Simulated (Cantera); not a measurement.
Input (Python, Cantera):

```python
import numpy as np
import cantera as ct

gas = ct.Solution("h2o2.yaml")
gas.TPX = 950, 930000, {'H2': 1, 'O2': 0.294, 'N2': 2.7}
reactor = ct.IdealGasReactor(gas, energy="on", clone=False)
net = ct.ReactorNet([reactor])
net.rtol, net.atol = 1e-08, 1e-16
show = ['H2', 'O2', 'OH', 'H2O2', 'HO2', 'H2O']
times = np.geomspace(4e-06, 2, 12)

steps = ct.SolutionArray(gas, extra=["t"])
rows = []
print(f"{'t/s':>10s}{'T/K':>9s}{'P/Pa':>11s}" + "".join(f"{s:>11s}" for s in show))
for t in times:
    while net.time < t:
        t_next = net.step()
        steps.append(gas.state, t=t_next)
    rows.append([np.interp(t, steps.t, y) for y in (steps.T, steps.P, *steps(*show).X.T)])
    print(f"{t:10.3e}{rows[-1][0]:9.1f}{rows[-1][1]:11.4g}" + "".join(f"{x:11.3e}" for x in rows[-1][2:]))
rate = np.gradient(steps.T, steps.t)
print("integrator steps:", len(steps.t))
if steps.T.max() > steps.T[0] + 200:
    print(f"time of steepest temperature rise: {steps.t[rate.argmax()]:.4e} s")
gas.TPX = 950, 930000, {'H2': 1, 'O2': 0.294, 'N2': 2.7}
gas.equilibrate("UV")
print(f"equilibrium (UV): T = {gas.T:.1f} K  " + "  ".join(f"{s} {gas[s].X[0]:.3e}" for s in show))
```

Result:

```
       t/s      T/K       P/Pa         H2         O2         OH       H2O2        HO2        H2O
 4.000e-06    950.0    9.3e+05  2.504e-01  7.361e-02  9.482e-14  4.430e-13  2.416e-10  1.118e-11
 1.319e-05    950.0    9.3e+05  2.504e-01  7.361e-02  9.661e-14  5.056e-12  8.127e-10  3.973e-11
 4.347e-05    950.0    9.3e+05  2.504e-01  7.361e-02  1.031e-13  5.545e-11  2.700e-09  1.379e-10
 1.433e-04    950.0    9.3e+05  2.504e-01  7.361e-02  1.304e-13  5.979e-10  8.972e-09  5.138e-10
 4.725e-04    950.0    9.3e+05  2.504e-01  7.361e-02  2.859e-13  6.464e-09  3.051e-08  2.647e-09
 1.558e-03    950.0    9.3e+05  2.504e-01  7.361e-02  1.597e-12  7.343e-08  1.222e-07  3.189e-08
 5.136e-03    950.0    9.3e+05  2.504e-01  7.361e-02  2.725e-11  1.513e-06  1.195e-06  1.214e-06
 1.693e-02    952.4  9.322e+05  2.501e-01  7.343e-02  1.441e-09  8.182e-05  1.321e-05  1.890e-04
 5.582e-02   2302.6  2.089e+06  1.110e-01  4.391e-07  1.662e-04  2.140e-09  1.213e-09  1.587e-01
 1.840e-01   2302.6  2.089e+06  1.110e-01  4.391e-07  1.662e-04  2.140e-09  1.213e-09  1.587e-01
 6.067e-01   2302.6  2.089e+06  1.110e-01  4.391e-07  1.662e-04  2.140e-09  1.213e-09  1.587e-01
 2.000e+00   2302.6  2.089e+06  1.110e-01  4.391e-07  1.662e-04  2.140e-09  1.213e-09  1.587e-01
integrator steps: 1899
time of steepest temperature rise: 3.3652e-02 s
equilibrium (UV): T = 2302.6 K  H2 1.110e-01  O2 4.391e-07  OH 1.662e-04  H2O2 2.140e-09  HO2 1.213e-09  H2O 1.587e-01
```

Model: the H2/O2 subset of GRI-Mech 3.0, which has no nitrogen chemistry, integrated in Cantera. The hydrogen kinetics of GRI-Mech 3.0 are dated; newer H2 mechanisms differ, most at raised pressure.
